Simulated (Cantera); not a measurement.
A closed system holds: 1 mol MgO, 2.8 mol SO₂, 0.6 mol N₂, at 1298.15 K and 0.130 bar.

Cantera equilibrium calculation (NASA polynomials, part measured and part estimated; ideal gas, pure solids and liquids). Candidate condensed phases: Mg, MgO, MgS, MgSO₄, S; 22 gas species. Kinetics and transport are ignored.

Base state: SO₂ 0.823, N₂ 0.176, SO 2.67e-5, SO₃ 2.55e-5 (mole fractions); condensed: MgO(s).

### Question
What changes in the equilibrium state with this change: temperature from 1298.15 K to 1775 K?

### Answer
```tsv
species	before	after
SO₂	0.823	0.822
N₂	0.176	0.176
SO	2.67e-5	0.00139
O₂	4.84e-7	0.000602
NO	2.81e-7	9.65e-5
SO₃	2.55e-5	8.35e-5
MgO(s), mol	1.00	1.00
```
